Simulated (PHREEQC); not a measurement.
A solution holds 0.032 mol/kgw CdSO4 and 0.00014 mol/kgw Al2(SO4)3, at 25 °C. Closed to the air; pH follows from the charge balance.

Equilibrium calculation in PHREEQC: ion-association model, phreeqc.dat.

Precipitation was switched off in this run.

### Question
Estimate the pH, ionic strength.

### Answer
pH 4.91; ionic strength 0.0690 mol/kgw.

### Question
In which forms is S present?

### Answer
SO4-2 47 %, CdSO4 39 %, Cd(SO4)2-2 13 %, AlSO4+ 0.6 % of the S.

The solution is supersaturated, for example in Gibbsite (slow to form), so a real one may precipitate; this is no full list.
